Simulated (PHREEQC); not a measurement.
H2SO4 is added in steps, without added water, to 1 kg of water holding 0.0047 mol Mg(NO3)2, at 25 °C. Oxygen alone is held at its pressure in air (log pO2 = -0.68). The system is closed to CO2. No solid was allowed to form.

Base run: PHREEQC, ion-association model, wateq4f.dat. Each further column changes one thing. The table gives HSO4- (mol/kgw).

```csv
H2SO4 added (mol),base,all activity coefficients set to 1,metal-ligand complexes left out,Davies equation for every ion,database phreeqc.dat
0,0,0,0,0,0
0.0002,3.36e-6,3.64e-6,4.74e-6,3.31e-6,3.37e-6
0.0004,1.31e-5,1.43e-5,[?],1.29e-5,1.32e-5
0.0006,2.89e-5,3.17e-5,3.94e-5,2.85e-5,2.90e-5
0.0008,5.03e-5,[?],6.75e-5,4.95e-5,5.04e-5
0.001,7.70e-5,8.54e-5,0.000102,7.57e-5,7.70e-5
0.0012,0.000109,[?],0.000142,0.000107,0.000109
0.0014,0.000145,0.000162,[?],0.000142,0.000145
0.0016,0.000185,0.000208,0.000237,0.000182,0.000186
0.0018,0.000230,0.000260,0.000292,0.000226,0.000230
0.002,0.000279,[?],0.000350,0.000274,0.000279
```

Task: What belongs in the gaps?

Result: 
- 0.0004, metal-ligand complexes left out: 1.82e-5
- 0.0008, all activity coefficients set to 1: 5.55e-5
- 0.0012, all activity coefficients set to 1: 0.000121
- 0.0014, metal-ligand complexes left out: 0.000187
- 0.002, all activity coefficients set to 1: 0.000315

 phreeqc.dat and wateq4f.dat share most of their constants, so their agreement is no independent check.
